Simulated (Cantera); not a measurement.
Gas mixture: CH4 = 0.45 (molar parts), at 24.0 Pa, frozen composition.

Cantera's kinetic-theory transport with the Lennard-Jones parameters of GRI-Mech 3.0, ideal gas; thermal conductivity in the mixture-averaged form. The composition is frozen, though it would react at the higher temperatures.

D: mixture-averaged diffusion coefficient of that species in the mixture.

```csv
T (K),ρ (kg/m³),cp (J/kg/K),μ (µPa s),λ (mW/m/K),Pr,D (cm²/s) H2O,D (cm²/s) H,D (cm²/s) CO2
400,0.000116,2526,14.4,50.7,0.720,1680,7920,1240
500,9.26e-5,2898,17.1,68.7,0.720,2580,11700,1850
600,7.72e-5,3287,19.5,88.6,0.723,3640,16100,2560
700,6.62e-5,[?],[?],[?],0.726,[?],[?],[?]
800,5.79e-5,3989,23.8,[?],0.726,[?],[?],[?]
900,5.15e-5,4292,25.8,152,0.727,7610,32200,5170
1000,4.63e-5,4589,27.7,174,0.731,9170,38400,6180
1100,4.21e-5,4844,29.5,195,0.732,10800,45100,7270
1200,3.86e-5,5074,31.2,216,0.732,12600,52100,8420
```

Fill in the missing entries.


- 700, cp (J/kg/K): 3656
- 700, μ (µPa s): 21.7
- 700, λ (mW/m/K): 109
- 700, D (cm²/s) H2O: 4830
- 700, D (cm²/s) H: 21000
- 700, D (cm²/s) CO2: 3350
- 800, λ (mW/m/K): 131
- 800, D (cm²/s) H2O: 6160
- 800, D (cm²/s) H: 26300
- 800, D (cm²/s) CO2: 4220
